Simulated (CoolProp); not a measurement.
Saturation properties of 1-butene.

Model: reference Helmholtz-energy equation of state, Lemmon 2005, in CoolProp. It is a short technical equation, of lower accuracy than the large ones.

```json
[
 {"T (K)": "291.6", "p (bar)": "2.424", "liquid density (kg/m³)": "596.3", "vapour density (kg/m³)": "6.070", "liquid cp (kJ/(kg K))": "2.276", "surface tension (mN/m)": "12.8"},
 {"T (K)": "295.6", "p (bar)": "2.749", "liquid density (kg/m³)": "591.4", "vapour density (kg/m³)": "6.839", "liquid cp (kJ/(kg K))": "2.296", "surface tension (mN/m)": "12.3"},
 {"T (K)": "299.6", "p (bar)": "3.105", "liquid density (kg/m³)": "586.4", "vapour density (kg/m³)": "7.681", "liquid cp (kJ/(kg K))": "2.317", "surface tension (mN/m)": "11.8"},
 {"T (K)": "303.6", "p (bar)": "3.495", "liquid density (kg/m³)": "581.3", "vapour density (kg/m³)": "8.601", "liquid cp (kJ/(kg K))": "2.338", "surface tension (mN/m)": "11.3"},
 {"T (K)": "307.6", "p (bar)": "3.921", "liquid density (kg/m³)": "576.1", "vapour density (kg/m³)": "9.606", "liquid cp (kJ/(kg K))": "2.361", "surface tension (mN/m)": "10.8"},
 {"T (K)": "311.6", "p (bar)": "4.384", "liquid density (kg/m³)": "570.9", "vapour density (kg/m³)": "10.70", "liquid cp (kJ/(kg K))": "2.384", "surface tension (mN/m)": "10.3"},
 {"T (K)": "315.5", "p (bar)": "4.874", "liquid density (kg/m³)": "565.7", "vapour density (kg/m³)": "11.86", "liquid cp (kJ/(kg K))": "2.408", "surface tension (mN/m)": "9.88"},
 {"T (K)": "319.5", "p (bar)": "5.418", "liquid density (kg/m³)": "560.2", "vapour density (kg/m³)": "13.16", "liquid cp (kJ/(kg K))": "2.433", "surface tension (mN/m)": "9.41"},
 {"T (K)": "323.5", "p (bar)": "6.006", "liquid density (kg/m³)": "554.7", "vapour density (kg/m³)": "14.56", "liquid cp (kJ/(kg K))": "2.460", "surface tension (mN/m)": "8.94"},
 {"T (K)": "327.5", "p (bar)": "6.640", "liquid density (kg/m³)": "549.1", "vapour density (kg/m³)": "16.08", "liquid cp (kJ/(kg K))": "2.488", "surface tension (mN/m)": "8.48"},
 {"T (K)": "331.5", "p (bar)": "7.322", "liquid density (kg/m³)": "543.3", "vapour density (kg/m³)": "17.74", "liquid cp (kJ/(kg K))": "2.517", "surface tension (mN/m)": "8.02"}
]
```

It boils at 266.8 K under 1 atm.

Surface tension comes from a separate correlation (Mulero 2012).
